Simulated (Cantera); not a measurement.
Thermodynamics of silicon nitride deposition, feed Si2Cl6 + NH3 + H2

Feed: 1 mol Si2Cl6, 7.9 mol NH3, 0.26 mol H2, held at 7900 Pa.

These are equilibrium values from Cantera (NASA tables, ideal gas, pure condensed phases), not measurements of a reactor. Candidate condensed phases: NH4Cl, Si, Si3N4; 28 gas species. The feed counts by its element totals alone. The tables' values for SiCl3, SiCl, SiN are old estimates; treat these amounts as uncertain. Gases not in the tables: Si2H6 and higher silanes. Equilibrium is a limit: real reactors are often held back by kinetics, nucleation or transport.

From 1275 °C to 1525 °C the condensed part is Si3N4(s). From 1575 °C to 1675 °C the condensed part is Si(l). The main Si-bearing gas is SiCl2 throughout. The share of Si in condensed phases is highest at 1275 °C (76.1 %) and lowest at 1575 °C (13.6 %).

| T (°C) | log p H2 | log p HCl | log p N2 | log p SiCl2 | log p SiCl3 | log p H | n Si3N4(s) | n Si(l) |
|---|---|---|---|---|---|---|---|---|
| 1275 | -1.37 | -1.67 | -1.89 | -2.80 | -3.51 | -5.20 | 0.508 | 0 |
| 1325 | -1.37 | -1.70 | -1.87 | -2.61 | -3.49 | -4.96 | 0.445 | 0 |
| 1375 | -1.36 | -1.75 | -1.86 | -2.46 | -3.51 | -4.73 | 0.371 | 0 |
| 1425 | -1.36 | -1.80 | -1.84 | -2.35 | -3.56 | -4.52 | 0.293 | 0 |
| 1475 | -1.35 | -1.86 | -1.83 | -2.26 | -3.64 | -4.32 | 0.215 | 0 |
| 1525 | -1.35 | -1.93 | -1.81 | -2.19 | -3.74 | -4.13 | 0.141 | 0 |
| 1575 | -1.35 | -1.98 | -1.79 | -2.16 | -3.85 | -3.95 | 0 | 0.271 |
| 1625 | -1.35 | -1.97 | -1.79 | -2.16 | -3.93 | -3.78 | 0 | 0.296 |
| 1675 | -1.35 | -1.96 | -1.79 | -2.17 | -4.01 | -3.62 | 0 | 0.319 |
log p: log10 of the partial pressure in bar; n: condensed amount in mol.
